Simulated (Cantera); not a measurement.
A closed system holds: 1 mol KCl, 22 mol H2, equilibrated at 825 K.

These are equilibrium values from Cantera (NASA tables, ideal gas, pure condensed phases), not measurements of a reactor. Candidate condensed phases: K, KCl; 10 gas species. Rates play no part.

Task: Which condensed phases are stable at each of these points (P (Pa)): 0.100, 0.720, 5.20, 37, 270, 1900, 14000, 100000?

Result: 
```tsv
P (Pa)	condensed phases	K condensed (%)
0.100	gas only	0.0
0.720	gas only	0.0
5.20	KCl(s)	62.6
37	KCl(s)	94.8
270	KCl(s)	99.3
1900	KCl(s)	99.9
14000	KCl(s)	100.0
100000	KCl(s)	100.0
```

From 0.100 Pa to 0.720 Pa nothing is condensed. From 5.20 Pa to 1.00 bar the condensed part is KCl(s).
